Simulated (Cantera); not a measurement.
Input: 1 mol LiCl, 1.9 mol O2, 1.2 mol H2, at 1175 K and 1.00 bar.

These are equilibrium values from Cantera (NASA tables, ideal gas, pure condensed phases), not measurements of a reactor. Candidate condensed phases: H2O, Li, LiCl, LiH, LiOH, Li2O; 25 gas species. Kinetics and transport are ignored.

Base state: O2 0.515, H2O 0.475, LiCl 0.00487, Li2Cl2 0.00449, HCl 0.000186, LiOH 0.000169, Li3Cl3 0.000140 (mole fractions); condensed: LiCl(l).

What changes in the equilibrium state with this change: temperature from 1175 K to 2098.15 K?


```csv
species,before,after
O2,0.515,0.369
H2O,0.475,0.323
LiCl,0.00487,0.265
LiOH,0.000169,0.0171
HCl,0.000186,0.0152
O,1.05e-8,0.000833
H2,4.95e-9,0.000311
"LiCl(l), mol",0.963,0
```
